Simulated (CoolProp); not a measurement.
Vapour-liquid equilibrium of R22 (1) + R152A (2) at 0.448 bar; x and y are mole fractions of (1).

Model: multi-fluid Helmholtz-energy mixture model, Kamei 1995 and Outcalt 1996; pair parameters Bell 2016, in CoolProp.

```
x     bubble temperature (K)  y at the bubble point  dew temperature at overall composition x (K)  liquid density (mol/L)
----  ----------------------  ---------------------  --------------------------------------------  ----------------------
0.05                   231.3                  0.091                                             …                   15.88
0.2                    228.7                  0.332                                         230.2                   16.03
0.35                   226.2                  0.530                                         228.5                   16.18
0.5                    223.8                  0.692                                         226.7                   16.34
0.65                   221.4                  0.819                                         224.5                   16.49
0.8                    219.1                  0.915                                         221.8                   16.64
0.95                       …                  0.983                                         218.0                       …
```

Question: Fill in the missing entries.

Answer: 
- 0.05, dew temperature at overall composition x (K): 231.7
- 0.95, bubble temperature (K): 217.0
- 0.95, liquid density (mol/L): 16.78

No azeotrope shows between x = 0.05 and 0.95.

Pair parameters are fitted to limited data, so mixtures are less certain than the pure fluids.
